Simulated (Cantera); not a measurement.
Feed: 1 mol TEOS, 0.9 mol H₂O, 0.2 mol CO₂, at 1648 K and 10.0 mbar.

Equilibrium computed with Cantera from the NASA thermochemical tables; the gas is ideal and each condensed phase is pure. Candidate condensed phases: C, C₆H₆, C₇H₈, C₈H₁₈, H₂O, Si, SiC, SiO₂; 123 gas species. The feed counts by its element totals alone. Kinetics and transport are ignored.

Base state: H₂ 0.672, CO 0.326, SiO 0.00112, H 0.000730, C₂H₂ (acetylene) 3.01e-5 (mole fractions); condensed: C(graphite) + SiC(s).

What changes in the equilibrium state with this change: H₂O from 0.9 to 21 mol?


| species | before | after |
|---|---|---|
| H₂ | 0.672 | 0.444 |
| H₂O | 1.43e-6 | 0.347 |
| CO | 0.326 | 0.168 |
| CO₂ | 2.16e-7 | 0.0410 |
| SiO | 0.00112 | 1.07e-5 |
| C₂H₂ (acetylene) | 3.01e-5 | <1e-9 |
| OH | <1e-9 | 2.08e-5 |
| H | 0.000730 | 0.000593 |
| C(graphite), mol | 1.94 | 0 |
| SiC(s), mol | 0.982 | 0 |
| SiO₂(β-quartz), mol | 0 | 1.000 |
The tables hold silica as quartz up to 1696 K and as liquid above; real silica turns to tridymite and cristobalite and melts near 1996 K.

What changes in the equilibrium state with this change: temperature from 1648 K to 1075 K?


```json
[
 {"species": "H₂", "before": "0.672", "after": "0.767"},
 {"species": "CO", "before": "0.326", "after": "0.232"},
 {"species": "CH₄", "before": "6.05e-6", "after": "0.000265"},
 {"species": "SiO", "before": "0.00112", "after": "<1e-9"},
 {"species": "H", "before": "0.000730", "after": "1.29e-7"},
 {"species": "C₂H₂ (acetylene)", "before": "3.01e-5", "after": "5.77e-9"},
 {"species": "C(graphite), mol", "before": "1.94", "after": "4.90"},
 {"species": "SiC(s), mol", "before": "0.982", "after": "0"},
 {"species": "SiO₂(β-quartz), mol", "before": "0", "after": "1.00"}
]
```

What changes in the equilibrium state with this change: temperature from 1648 K to 1275 K?


```tsv
species	before	after
H₂	0.672	0.768
CO	0.326	0.232
CH₄	6.05e-6	5.46e-5
SiO	0.00112	2.89e-6
H	0.000730	6.46e-6
C₂H₂ (acetylene)	3.01e-5	2.95e-7
H₂O	1.43e-6	2.08e-5
C(graphite), mol	1.94	4.90
SiC(s), mol	0.982	0
SiO₂(β-quartz), mol	0	1.000
```
The tables hold silica as quartz up to 1696 K and as liquid above; real silica turns to tridymite and cristobalite and melts near 1996 K.
